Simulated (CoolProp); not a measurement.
Cyclohexane along the isobar 17.5 MPa: density (kg/m³) from the reference equation and from simpler models built on Tc = 280.5 °C, pc = 4.081 MPa, ω = 0.209; each cubic takes its own stable root.

Values from CoolProp's reference Helmholtz-energy equation of state, Zhou 2014.

```json
[
 {"T (°C)": "240.15", "phase": "liquid", "reference": "590.2"},
 {"T (°C)": "253.55", "phase": "liquid", "reference": "576.0"},
 {"T (°C)": "266.85", "phase": "liquid", "reference": "561.6"},
 {"T (°C)": "280.15", "phase": "liquid", "reference": "546.7"},
 {"T (°C)": "293.55", "phase": "supercritical", "reference": "531.4"},
 {"T (°C)": "306.85", "phase": "supercritical", "reference": "515.9"},
 {"T (°C)": "320.15", "phase": "supercritical", "reference": "499.9"},
 {"T (°C)": "333.55", "phase": "supercritical", "reference": "483.5"},
 {"T (°C)": "346.85", "phase": "supercritical", "reference": "466.9"}
]
```

Q: How far does each simpler model (van der Waals, Peng-Robinson) lie from the reference over these 9 states: mean and median of the absolute difference, and the worst?

A: 
- van der Waals: mean 25.1 %, median 25.4 %, worst -28.7 % at 240.15 °C and 17.5 MPa
- Peng-Robinson: mean 3.6 %, median 3.7 %, worst +5.7 % at 240.15 °C and 17.5 MPa
